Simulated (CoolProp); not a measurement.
A single-stage vapour-compression cycle with CH3F (R41): evaporating at 226.15 K (dew point), condensing at 253.15 K (bubble point), superheat 8 K, subcooling 8 K, compressor efficiency 0.8, no pressure losses. Each further row changes one setting.

Values from CoolProp's reference Helmholtz-energy equation of state, Lemmon 2006. It is a short technical equation, of lower accuracy than the large ones.

```json
[
 {"case": "as stated", "cooling COP": "5.93", "pressure ratio": "2.59", "discharge temperature (K)": "302.7", "refrigerating effect (kJ/kg)": "408", "volumetric capacity (kJ/m³)": "3440"},
 {"case": "evaporating temperature 231.15 K", "cooling COP": "7.60", "pressure ratio": "2.14", "discharge temperature (K)": "293.4", "refrigerating effect (kJ/kg)": "410", "volumetric capacity (kJ/m³)": "4170"},
 {"case": "condensing temperature 248.15 K", "cooling COP": "7.46", "pressure ratio": "2.21", "discharge temperature (K)": "290.2", "refrigerating effect (kJ/kg)": "419", "volumetric capacity (kJ/m³)": "3540"},
 {"case": "subcooling 13 K", "cooling COP": "6.09", "pressure ratio": "2.59", "discharge temperature (K)": "302.7", "refrigerating effect (kJ/kg)": "419", "volumetric capacity (kJ/m³)": "3540"},
 {"case": "superheat 18 K", "cooling COP": "5.78", "pressure ratio": "2.59", "discharge temperature (K)": "315.8", "refrigerating effect (kJ/kg)": "421", "volumetric capacity (kJ/m³)": "3360"},
 {"case": "compressor efficiency 0.7", "cooling COP": "5.19", "pressure ratio": "2.59", "discharge temperature (K)": "310.1", "refrigerating effect (kJ/kg)": "408", "volumetric capacity (kJ/m³)": "3440"}
]
```
